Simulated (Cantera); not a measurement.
# Premixed flame

A freely propagating, adiabatic, planar premixed flame of H2 : O2 : N2 = 1 : 0.357 : 1.34 (molar parts), unburnt at 625 K and 4.93 atm; mixture-averaged transport, grid criteria slope 0.08 and curve 0.16, no radiation.

Cantera simulation using the H2/O2 subset of GRI-Mech 3.0, which has no nitrogen chemistry; the numbers are that mechanism's predictions, not measurements. The hydrogen kinetics of GRI-Mech 3.0 are dated; newer H2 mechanisms differ, most at raised pressure. Burning velocities carry a grid error of a few per cent, more on coarse grids.

| z (mm) | T (K) | u (m/s) | x H2 | x O2 | x H2O | x H | x O | x HO2 |
|---|---|---|---|---|---|---|---|---|
| -0.173 | 625 | 9.77 | 0.371 | 0.132 | <1e-8 | <1e-8 | <1e-8 | <1e-8 |
| -0.115 | 625 | 9.77 | 0.371 | 0.132 | <1e-8 | <1e-8 | <1e-8 | <1e-8 |
| -0.0864 | 625 | 9.77 | 0.371 | 0.132 | 2.02e-8 | <1e-8 | <1e-8 | 1.12e-8 |
| -0.0576 | 625 | 9.77 | 0.371 | 0.132 | 1.47e-6 | 1.17e-8 | 1.22e-8 | 1.18e-6 |
| -0.0288 | 656 | 10.2 | 0.363 | 0.133 | 0.00116 | 0.000114 | 1.07e-5 | 0.000493 |
| -0.0144 | 926 | 13.9 | 0.323 | 0.126 | 0.0253 | 0.00504 | 0.000396 | 0.000682 |
| 0 | 1390 | 20.2 | 0.234 | 0.0898 | 0.107 | 0.0286 | 0.00340 | 0.000312 |
| 0.0144 | 1724 | 24.7 | 0.152 | 0.0392 | 0.201 | 0.0520 | 0.00591 | 0.000124 |
| 0.0288 | 1895 | 26.9 | 0.119 | 0.0157 | 0.245 | 0.0569 | 0.00569 | 4.70e-5 |
| 0.0576 | 2058 | 29.0 | 0.110 | 0.00574 | 0.266 | 0.0492 | 0.00446 | 1.63e-5 |
| 0.115 | 2208 | 30.8 | 0.112 | 0.00314 | 0.276 | 0.0362 | 0.00285 | 8.32e-6 |
| 0.230 | 2336 | 32.3 | 0.114 | 0.00169 | 0.285 | 0.0245 | 0.00151 | 4.22e-6 |
| 0.461 | 2430 | 33.3 | 0.116 | 0.000785 | 0.293 | 0.0158 | 0.000693 | 1.85e-6 |
x: mole fraction of selected species; z is measured from the peak of heat release.

```
Property                     Result
------------------------  ---------
laminar burning velocity   977 cm/s
thermal thickness         0.0576 mm
peak x(H)                    0.0571
peak x(O)                   0.00599
peak x(HO2)                0.000890
grid points                     114
```
